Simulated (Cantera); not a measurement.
Input (Python, Cantera) and output of one run.

```python
import numpy as np
import cantera as ct

gas_names = """
    CL CL2 H HCL H2 Si SiCL SiCL2 SiCL3 SiCL4 SiH SiHCL3 SiH2 SiH2CL2 SiH3 SiH3CL SiH4 Si2 Si3
""".split()
cond_names = """
    Si(cr) Si(L)
""".split()


# ... load() reads the species with a 1 bar reference pressure and builds the phases ...
atoms = {
    'SiH2Cl2': {'Si': 1, 'H': 2, 'CL': 2},
    'Cl2': {'CL': 2},
    'H2': {'H': 2},
}
top_T = {}  # K; cautious upper limits of use, not melting points


# ... equilibrate(T, P, feed) seeds the gas with the atoms and calls Mixture.equilibrate('TP', solver="vcs", rtol=1e-11, max_steps=5000) ...
results = []
feed = {'SiH2Cl2': 1, 'Cl2': 0.0052, 'H2': 13}  # mol
P = 18000  # Pa
for T in [875, 925, 975, 1025, 1075, 1125, 1175, 1225]:
    mix = equilibrate(T, P, feed)
    results.append((T, P, feed, dict(zip(mix.species_names, mix.species_moles))))

top = {s: max(r[3][s] / sum(r[3][g] for g in gas_names) for r in results) for s in gas_names}
cols = sorted((s for s in top if top[s] > 0.0001), key=lambda s: -top[s])[:6]
seen = [c for c in cond_names if any(r[3].get(c, 0) > 1e-12 for r in results)]
print("log10 of partial pressures in bar; condensed amounts in mol")
print(f"{'T/K':>10s}" + "".join(f"{s[:9]:>10s}" for s in cols + seen))
for T, P, feed, n in results:
    ng = sum(n[g] for g in gas_names)
    print(f"{T:10.4g}" + "".join(f"{np.log10(max(n[s] / ng * P / 1e5, 1e-99)):10.3f}" for s in cols)
          + "".join(f"{n.get(c, 0):10.4g}" for c in seen))
```

Result:

```
log10 of partial pressures in bar; condensed amounts in mol
       T/K        H2       HCL     SiCL4    SiHCL3     SiCL2     SiCL3    Si(cr)
       875    -0.763    -3.170    -2.373    -2.626    -5.471    -4.803    0.4581
       925    -0.764    -2.944    -2.381    -2.641    -4.964    -4.472    0.4682
       975    -0.765    -2.743    -2.395    -2.660    -4.513    -4.180    0.4821
      1025    -0.767    -2.566    -2.418    -2.685    -4.113    -3.925       0.5
      1075    -0.769    -2.409    -2.454    -2.720    -3.758    -3.706    0.5217
      1125    -0.772    -2.272    -2.506    -2.767    -3.446    -3.521    0.5457
      1175    -0.775    -2.154    -2.583    -2.831    -3.175    -3.374    0.5697
      1225    -0.779    -2.057    -2.691    -2.920    -2.946    -3.268     0.591
```

Method: chemical equilibrium by Gibbs-energy minimisation in Cantera with the NASA 1993 tables (ideal gas, pure condensed phases). The tables' values for SiCl3 are old estimates; treat these amounts as uncertain.
